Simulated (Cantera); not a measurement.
What does this Cantera script print?

```python
import numpy as np
import cantera as ct

gas_names = [...]  # 76 gases of nasa_gas.yaml made of C, H
cond_names = """
    C(gr) C6H6(L) C7H8(L) C8H18(L),n-octa
""".split()


# ... load() reads the species with a 1 bar reference pressure and builds the phases ...
atoms = {
    'n-butane': {'C': 4, 'H': 10},
    'H2': {'H': 2},
}
top_T = {'C(gr)': 4500}  # K; cautious upper limits of use, not melting points


# ... equilibrate(T, P, feed) seeds the gas with the atoms and calls Mixture.equilibrate('TP', solver="vcs", rtol=1e-11, max_steps=5000) ...
results = []
feed = {'n-butane': 1, 'H2': 4.2}  # mol
P = 10000  # Pa
for T in [873, 1073, 1273, 1473, 1673, 1873, 2073, 2273, 2473, 2673]:
    mix = equilibrate(T, P, feed)
    results.append((T, P, feed, dict(zip(mix.species_names, mix.species_moles))))

top = {s: max(r[3][s] / sum(r[3][g] for g in gas_names) for r in results) for s in gas_names}
cols = sorted((s for s in top if top[s] > 1e-06), key=lambda s: -top[s])[:8]
seen = [c for c in cond_names if any(r[3].get(c, 0) > 1e-12 for r in results)]
print("log10 of partial pressures in bar; condensed amounts in mol")
print(f"{'T/K':>10s}" + "".join(f"{s[:9]:>10s}" for s in cols + seen))
for T, P, feed, n in results:
    ng = sum(n[g] for g in gas_names)
    print(f"{T:10.4g}" + "".join(f"{np.log10(max(n[s] / ng * P / 1e5, 1e-99)):10.3f}" for s in cols)
          + "".join(f"{n.get(c, 0):10.4g}" for c in seen))
```

It prints:

```
log10 of partial pressures in bar; condensed amounts in mol
       T/K        H2         H       CH4 C2H2,acet       C2H      C4H2        C3       CH3     C(gr)
       873    -1.018   -10.839    -2.385   -11.673   -27.165   -22.770   -38.630   -11.012     3.635
      1073    -1.002    -8.355    -3.342    -9.146   -20.846   -17.729   -29.286    -9.438     3.958
      1273    -1.000    -6.647    -4.028    -7.430   -16.525   -14.290   -22.900    -8.384     3.991
      1473    -1.000    -5.398    -4.533    -6.187   -13.384   -11.792   -18.267    -7.625     3.997
      1673    -1.000    -4.444    -4.916    -5.245   -10.998    -9.898   -14.758    -7.051     3.998
      1873    -1.001    -3.691    -5.217    -4.507    -9.125    -8.413   -12.011    -6.604     3.994
      2073    -1.004    -3.082    -5.462    -3.916    -7.618    -7.221    -9.804    -6.248     3.977
      2273    -1.013    -2.582    -5.673    -3.437    -6.381    -6.249    -7.996    -5.965     3.931
      2473    -1.035    -2.169    -5.874    -3.051    -5.354    -5.451    -6.488    -5.751     3.828
      2673    -1.079    -1.830    -6.094    -2.749    -4.495    -4.801    -5.213    -5.608      3.63
```

Method: chemical equilibrium by Gibbs-energy minimisation in Cantera with the NASA 1993 tables (ideal gas, pure condensed phases).
